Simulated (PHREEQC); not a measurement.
A made-up water analysis in mg/kgw, 3.1 °C, pH 5.69, pe 2: Na 0.325; K 1.06; Ca 0.507; Mg 0.468; Cl 1.89; S(6) as SO4 0.51; Alkalinity as HCO3 2.41; N(-3) as NH4 0.0219; Mn(2) 0.0121.

Cl is adjusted to close the charge balance.
Valence states are taken as typed.

All values are PHREEQC results (ion-association model, wateq4f.dat), not measurements.

```
quantity                       before     after
---------------------------  --------  --------
CO2 (mol/kgw)                0.000289  0.000461
HSO4- (mol/kgw)              6.55e-10   1.01e-9
CO3-2 (mol/kgw)              5.55e-10  3.68e-10
NH3 (mol/kgw)                6.26e-11  4.04e-11
SI of Rhodochrosite (MnCO3)     -4.91     -5.09
SI of Gypsum (CaSO4:2H2O)       -5.61     -5.62
```

Problem. Which change was made?
A) temperature from 3.1 to 35 °C at the same typed pH
B) Mn(2) from 0.0121 to 0.00605 mg/kgw
C) pH from 5.69 to 5.5 at the same alkalinity
D) pH from 5.69 to 6.69 at the same alkalinity

Solution. C, pH from 5.69 to 5.5 at the same alkalinity

Precipitation was switched off in this run. Away from 25 °C the constants follow the database's enthalpies or fits; those with neither stay at their 25 °C values.
